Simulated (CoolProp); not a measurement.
The numbers come from the reference Helmholtz-energy equation of state, Thol 2014 in CoolProp.

Problem. Give the vapour pressure (MPa), vapour density (kg/m³), enthalpy of vaporisation (kJ/kg), liquid cp (kJ/(kg K)) of saturated diethyl ether at 386.5 K.

Solution. 
```json
[
 {"T (K)": "386.5", "p (MPa)": "0.878", "vapour density (kg/m³)": "25.2", "enthalpy of vaporisation (kJ/kg)": "274", "liquid cp (kJ/(kg K))": "2.75"}
]
```
